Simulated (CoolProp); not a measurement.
Model: reference Helmholtz-energy equation of state, Lemmon 2006, in CoolProp. It is a short technical equation, of lower accuracy than the large ones.

Problem. Give the vapour pressure (MPa), liquid density (kg/m³), vapour density (kg/m³), liquid cp (kJ/(kg K)) of saturated acetone at 98.35, 108.75, 122.55 °C.

Solution. 
| T (°C) | p (MPa) | liquid density (kg/m³) | vapour density (kg/m³) | liquid cp (kJ/(kg K)) |
|---|---|---|---|---|
| 98.35 | 0.357 | 696 | 7.55 | 2.38 |
| 108.75 | 0.464 | 682 | 9.75 | 2.43 |
| 122.55 | 0.641 | 662 | 13.5 | 2.50 |
